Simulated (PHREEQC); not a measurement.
# Ultrapure water in contact with air or piping

A made-up water analysis in mg/L, 25 °C, pH 5.68, pe 9.9: Na 0.15; K 0.0801; Ca 0.402; Mg 0.0582; Cl 0.494; S(6) as SO4 0.116; Alkalinity as HCO3 1; Li 0.00167; B 0.000198.

Valence states are taken as typed.

Computed with PHREEQC (ion-association model, phreeqc.dat).

Precipitation was switched off in this run.

**Question.** What charge-balance error does the model give?

**Answer.** charge-balance error 1.3 %.

**Question.** In which forms is C present?

**Answer.** CO2 82 %, HCO3- 18 % of the C.

Complexes and solids missing from the database can't appear.
